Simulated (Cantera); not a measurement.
Input (Python, Cantera):

```python
import numpy as np
import cantera as ct

gas = ct.Solution("h2o2.yaml")
gas.TPX = 425, 101325, {'H2': 1, 'O2': 0.781, 'N2': 3.36, 'H2O': 1.1}
flame = ct.FreeFlame(gas, width=0.04)
flame.set_refine_criteria(ratio=3, slope=0.08, curve=0.16)
flame.transport_model = "unity-Lewis-number"
flame.solve(loglevel=0, auto=True)
z, T = flame.grid, flame.T
thick = (T[-1] - T[0]) / np.gradient(T, z).max()
show = ['H2', 'O2', 'H2O', 'H2O2', 'OH', 'H']
print(f"laminar burning velocity  {flame.velocity[0] * 100:.3f} cm/s")
print(f"burnt temperature         {T[-1]:.1f} K")
print(f"thermal thickness         {thick * 1e3:.4f} mm")
print(f"grid points               {len(z)}")
z0 = z[flame.heat_release_rate.argmax()]
print(f"{'z/mm':>9s}{'T/K':>9s}{'u/(m/s)':>9s}" + "".join(f"{s:>11s}" for s in show))
rows = []
for k in (-3, -2, -1.5, -1, -0.5, -0.25, 0, 0.25, 0.5, 1, 2, 4, 8):
    zz = z0 + k * thick
    rows.append([k * thick, np.interp(zz, z, T), np.interp(zz, z, flame.velocity),
                 *(np.interp(zz, z, flame.X[gas.species_index(s)]) for s in show)])
    print(f"{rows[-1][0] * 1e3:9.3f}{rows[-1][1]:9.1f}{rows[-1][2]:9.3f}" + "".join(f"{x:11.3e}" for x in rows[-1][3:]))
```

Result:

```
laminar burning velocity  81.178 cm/s
burnt temperature         1602.5 K
thermal thickness         0.3593 mm
grid points               110
     z/mm      T/K  u/(m/s)         H2         O2        H2O       H2O2         OH          H
   -1.078    425.6    0.813  1.602e-01  1.251e-01  1.763e-01  1.696e-07  1.573e-12  1.400e-13
   -0.719    428.7    0.819  1.598e-01  1.249e-01  1.768e-01  1.062e-06  3.041e-11  2.363e-12
   -0.539    435.2    0.831  1.590e-01  1.246e-01  1.776e-01  2.819e-06  2.231e-10  1.682e-11
   -0.359    471.9    0.899  1.548e-01  1.225e-01  1.827e-01  1.137e-05  1.099e-08  1.299e-09
   -0.180    682.9    1.283  1.294e-01  1.103e-01  2.125e-01  3.496e-05  1.090e-05  1.215e-05
   -0.090    939.3    1.734  9.531e-02  9.407e-02  2.521e-01  2.846e-05  2.743e-04  7.854e-04
    0.000   1212.6    2.196  5.013e-02  7.260e-02  3.016e-01  1.079e-05  1.562e-03  4.777e-03
    0.090   1382.1    2.471  2.111e-02  5.802e-02  3.335e-01  6.181e-06  3.658e-03  6.021e-03
    0.180   1467.2    2.605  1.068e-02  5.253e-02  3.470e-01  4.150e-06  4.475e-03  3.986e-03
    0.359   1537.3    2.715  4.765e-03  4.984e-02  3.565e-01  2.197e-06  3.902e-03  1.414e-03
    0.719   1576.8    2.776  1.737e-03  4.893e-02  3.619e-01  1.053e-06  2.554e-03  3.013e-04
    1.437   1593.1    2.801  5.196e-04  4.875e-02  3.642e-01  4.738e-07  1.455e-03  4.954e-05
    2.874   1599.0    2.810  1.475e-04  4.878e-02  3.651e-01  2.013e-07  8.104e-04  7.765e-06
```

Cantera simulation using the H2/O2 subset of GRI-Mech 3.0, which has no nitrogen chemistry; the numbers are that mechanism's predictions, not measurements. Unity Lewis numbers drop preferential diffusion, which matters most where H2 and H carry the flame. Burning velocities carry a grid error of a few per cent, more on coarse grids. Lean hydrogen flames are cellular in practice and burn faster than this planar one.
